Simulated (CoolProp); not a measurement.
Vapour-liquid equilibrium of R125 (1) + R1234yf (2) at 271 K; x and y are mole fractions of (1).

Values from CoolProp's multi-fluid Helmholtz-energy mixture model, Lemmon 2005 and Lemmon 2022; pair parameters Bell 2023.

Problem. Give the bubble pressure and the first vapour's composition at x = 0.35, 0.5, 0.8. Is there an azeotrope?

Solution. x = 0.35: 0.4073 MPa, y = 0.510; x = 0.5: 0.4565 MPa, y = 0.657; x = 0.8: 0.5569 MPa, y = 0.883. No azeotrope shows between x = 0.05 and 0.95.

Pair parameters are fitted to limited data, so mixtures are less certain than the pure fluids.
